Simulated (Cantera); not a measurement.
A Cantera script and what it prints.

```python
import numpy as np
import cantera as ct

gas_names = """
    CL CL2 H HCL H2 N NH NH2 NH3 N2 N2H2 N2H4 Si SiCL SiCL2 SiCL3 SiCL4 SiH SiHCL3 SiH2 SiH2CL2 SiH3
    SiH3CL SiH4 SiN Si2 Si2N Si3
""".split()
cond_names = """
    NH4CL(a) NH4CL(b) Si(cr) Si(L) Si3N4(a)
""".split()


def load(file, names, dense=False):
    # The tables refer to 1 bar. Condensed volumes are neglected.
    table = {s.name: s for s in ct.Species.list_from_file(file)}
    out = []
    for n in names:
        d = dict(table[n].input_data)
        d["thermo"] = dict(d["thermo"], **{"reference-pressure": 1e5})
        if dense:
            d["equation-of-state"] = {"model": "constant-volume", "density": "1e6 g/cm^3"}
        out.append(ct.Species.from_dict(d))
    return out


gas = ct.Solution(thermo="ideal-gas", species=load("nasa_gas.yaml", gas_names))
cond = {s.name: ct.Solution(thermo="fixed-stoichiometry", species=[s], name=s.name)
        for s in load("nasa_condensed.yaml", cond_names, dense=True)}
atoms = {
    'SiH2Cl2': {'Si': 1, 'H': 2, 'CL': 2},
    'NH3': {'N': 1, 'H': 3},
}
top_T = {'Si3N4(a)': 2400}  # K; cautious upper limits of use, not melting points


def equilibrate(T, P, feed):
    n = {}
    for name, mol in feed.items():
        for a, k in atoms[name].items():
            n[a] = n.get(a, 0.0) + k * mol
    gas.TPX = T, P, n
    mass = sum(n.values()) * gas.mean_molecular_weight
    gas.equilibrate("TP")
    valid = [c for c in cond.values() if c.min_temp <= T <= top_T.get(c.name, c.max_temp)]
    mix = ct.Mixture([(gas, mass / gas.mean_molecular_weight)] + [(c, 0.0) for c in valid])
    mix.T, mix.P = T, P
    mix.equilibrate("TP", solver="vcs", rtol=1e-11, max_steps=5000)
    return mix


results = []
feed = {'SiH2Cl2': 1, 'NH3': 0.43}  # mol
T = 775  # K
for P in [5, 36, 260, 1900, 14000, 100000]:
    mix = equilibrate(T, P, feed)
    results.append((T, P, feed, dict(zip(mix.species_names, mix.species_moles))))

top = {s: max(r[3][s] / sum(r[3][g] for g in gas_names) for r in results) for s in gas_names}
cols = sorted((s for s in top if top[s] > 0.0001), key=lambda s: -top[s])[:9]
seen = [c for c in cond_names if any(r[3].get(c, 0) > 1e-12 for r in results)]
print("log10 of partial pressures in bar; condensed amounts in mol")
print(f"{'P/Pa':>10s}" + "".join(f"{s[:9]:>10s}" for s in cols + seen))
for T, P, feed, n in results:
    ng = sum(n[g] for g in gas_names)
    print(f"{P:10.4g}" + "".join(f"{np.log10(max(n[s] / ng * P / 1e5, 1e-99)):10.3f}" for s in cols)
          + "".join(f"{n.get(c, 0):10.4g}" for c in seen))
```

Output:

```
log10 of partial pressures in bar; condensed amounts in mol
      P/Pa        H2     SiCL4    SiHCL3       HCL   SiH2CL2     SiCL3     SiCL2    Si(cr)  Si3N4(a)
         5    -4.423    -4.953    -6.372    -6.193    -8.904    -7.547    -7.988    0.1793    0.1075
        36    -3.565    -4.100    -5.303    -5.550    -7.619    -6.906    -7.561    0.1739    0.1075
       260    -2.706    -3.251    -4.237    -4.909    -6.336    -6.270    -7.136    0.1678    0.1075
      1900    -1.844    -2.404    -3.171    -4.266    -5.051    -5.635    -6.713    0.1596    0.1075
   1.4e+04    -0.980    -1.567    -2.111    -3.625    -3.768    -5.007    -6.294    0.1478    0.1075
     1e+05    -0.132    -0.759    -1.081    -2.999    -2.516    -4.401    -5.891    0.1312    0.1075
```

Equilibrium computed with Cantera from the NASA thermochemical tables; the gas is ideal and each condensed phase is pure. The tables' values for SiCl3 are old estimates; treat these amounts as uncertain.
